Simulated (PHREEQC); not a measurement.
Consider water at 20 °C with 2.1 mmol/kgw NaOH, 0.21 mmol/kgw H4SiO4 and 11 mmol/kgw Na2CO3. Closed to the air; pH follows from the charge balance.

Computed with PHREEQC (ion-association model, wateq4f.dat).

| quantity | before | after |
|---|---|---|
| pH | 11.46 | 11.25 |
| H4SiO4 (mol/kgw) | 4.69e-6 | 3.99e-6 |
| H2SiO4-2 (mol/kgw) | 4.52e-6 | 1.24e-6 |
| SI of Quartz (SiO2) | -1.27 | -1.34 |

**Question.** Which change was made?
A) Na2CO3 left out
B) NaOH left out
C) diluted 2-fold with water
D) temperature from 20 to 15 °C
E) 0.0054 mol/kgw NaCl added

**Answer.** C, diluted 2-fold with water

No solid was allowed to form.
